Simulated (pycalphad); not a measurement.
All values are pycalphad results on the COST 507 light-alloy database (1999) (1 atm), not direct measurements. The data set is of 1999 and partly superseded. Diffusion is slow at the low end, where real alloys seldom reach equilibrium.

Molar enthalpy of Hf-2.68C (at.%) in equilibrium (SER reference):

```tsv
T (K)	H (kJ/mol)	phases
3300	133.68	LIQUID
3100	124.97	LIQUID
2900	116.26	LIQUID
2700	107.56	LIQUID
2600	103.21	LIQUID
2500	87.77	LIQUID + HCP_A3
2400	64.20	HCP_A3
2300	60.06	HCP_A3
2100	52.01	HCP_A3
1900	44.28	HCP_A3
1700	36.87	HCP_A3
1500	29.78	HCP_A3
1300	23.00	HCP_A3
1100	16.54	HCP_A3
900	10.39	HCP_A3 + FCC_A1
700	4.31	HCP_A3 + FCC_A1
500	-1.40	HCP_A3 + FCC_A1
```

Cooling from 2600 K to 2400 K, across the freezing range, releases 39.0 kJ/mol, or 224 J/g. The slope is 44 J/(mol K) in the liquid and 41 J/(mol K) just below the solidus, where it includes any heat of precipitation. Liquidus 2521 K, solidus 2479 K. Changes were sought between steps of 100 K, so a narrower field can be missed.

FCC_A1 is fcc; HCP_A3 is hcp. The fcc model also describes the rock-salt carbide or nitride (TiC, TiN, HfC).
